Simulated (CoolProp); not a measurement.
A single-stage vapour-compression cycle with fluoroethane (R161): evaporating at 253.15 K (dew point), condensing at 322.15 K (bubble point), superheat 0 K, subcooling 0 K, compressor efficiency 0.8, no pressure losses. Each further row changes one setting.

Values from CoolProp's reference Helmholtz-energy equation of state, Wu 2012.

```tsv
case	cooling COP	pressure ratio	discharge temperature (K)	refrigerating effect (kJ/kg)	volumetric capacity (kJ/m³)
as stated	2.08	7.94	365.6	251	1300
evaporating temperature 258.15 K	…	6.56	361.2	…	…
condensing temperature 317.15 K	2.33	…	358.8	263	1360
subcooling 5 K	…	7.94	365.6	263	1360
superheat 10 K	2.08	7.94	375.9	262	1290
compressor efficiency 0.7	1.82	7.94	375.7	251	1300
```

What belongs in the gaps?


- evaporating temperature 258.15 K, cooling COP: 2.34
- evaporating temperature 258.15 K, refrigerating effect (kJ/kg): 255
- evaporating temperature 258.15 K, volumetric capacity (kJ/m³): 1580
- condensing temperature 317.15 K, pressure ratio: 7.06
- subcooling 5 K, cooling COP: 2.19
